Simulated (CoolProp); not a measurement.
Computed with CoolProp (reference Helmholtz-energy equation of state, Lemmon 2006). It is a short technical equation, of lower accuracy than the large ones.

For CH3F (R41), give the phase and the Z, speed of sound (m/s) at -41.75 °C and 129 bar.


- -41.75 °C and 129 bar: liquid; Z 0.277, speed of sound 977
